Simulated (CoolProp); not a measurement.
Model: reference Helmholtz-energy equation of state, Thol 2021, in CoolProp.

Problem. Give the vapour pressure (kPa), liquid density (kg/m³), enthalpy of vaporisation (kJ/kg), liquid cp (kJ/(kg K)) of saturated chlorine at 317.6, 332.7, 335.2 K.

Solution. 
| T (K) | p (kPa) | liquid density (kg/m³) | enthalpy of vaporisation (kJ/kg) | liquid cp (kJ/(kg K)) |
|---|---|---|---|---|
| 317.6 | 1270 | 1330 | 232 | 1.03 |
| 332.7 | 1790 | 1280 | 217 | 1.07 |
| 335.2 | 1880 | 1270 | 215 | 1.08 |
